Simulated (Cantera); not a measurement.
# Reactions in the system H-N-O-P

Standard-state values (1 bar) from the NASA 1993 polynomials, evaluated with Cantera. Values are per mole of reaction as written; species without (g) are pure solids or liquids, kept so even where they would boil at 1 bar.

4 NH3(g) + P4O10 → 4 PH3(g) + 4 N(g) + 5 O2(g)

```csv
T (K),ΔH° (kJ),ΔS° (J/K),ΔG° (kJ),log10 K
300,5106.2,1480.4,4662.1,-811.73
423,5106.3,1481.0,4479.8,-553.18
448,5105.6,1479.5,4442.8,-518.00
473,5104.8,1477.8,4405.8,-486.54
498,5103.8,1475.8,4368.9,-458.24
523,5102.7,1473.5,4332.1,-432.66
548,5101.3,1471.0,4295.2,-409.41
573,5099.8,1468.3,4258.5,-388.20
598,5098.2,1465.5,4221.8,-368.76
623,5096.4,1462.5,4185.2,-350.90
648,5094.4,1459.4,4148.7,-334.42
```
